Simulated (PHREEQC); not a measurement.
Solution (25 °C): 0.05 mol/kgw TMAH, 0.0082 mol/kgw Na2SiO3 and 0.13 mol/kgw Na2CO3. Closed to the air; pH follows from the charge balance.

Equilibrium calculation in PHREEQC: ion-association model, phreeqc.dat.

Question: The ionic strength comes out as 0.328 mol/kgw. What activity coefficients do HCO3-, NaCO3-, H3SiO4-, CO3-2, H2SiO4-2 get?

Answer: HCO3- 0.72, NaCO3- 0.73, H3SiO4- 0.68, CO3-2 0.26, H2SiO4-2 0.26.

This is a speciation only: nothing precipitates in the calculation. (CH3)4N+ isn't in the database: it is added as a free cation with an ion size of 4 Å.
